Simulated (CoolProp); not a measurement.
Acetone along the isotherm 550 K: density (kg/m³) from the reference equation and from simpler models built on Tc = 508.1 K, pc = 4692 kPa, ω = 0.307; each cubic takes its own stable root.

The numbers come from the reference Helmholtz-energy equation of state, Lemmon 2006 in CoolProp. It is a short technical equation, of lower accuracy than the large ones.

```
p (kPa)          phase  reference
-------  -------------  ---------
37.1               gas     0.4723
66                 gas     0.8418
117                gas      1.497
209                gas      2.690
371                gas      4.827
660                gas      8.756
1170               gas      16.09
2090               gas      30.86
3710               gas      63.74
6600     supercritical      178.1
11700    supercritical      422.9
```

Q: How far does each simpler model (van der Waals, Redlich-Kwong, Soave-Redlich-Kwong) lie from the reference over these 11 states: mean and median of the absolute difference, and the worst?

A: 
- van der Waals: mean 4.6 %, median 0.8 %, worst -32.2 % at 550 K and 11700 kPa
- Redlich-Kwong: mean 2.5 %, median 0.4 %, worst -22.0 % at 550 K and 11700 kPa
- Soave-Redlich-Kwong: mean 4.2 %, median 0.6 %, worst -26.2 % at 550 K and 11700 kPa
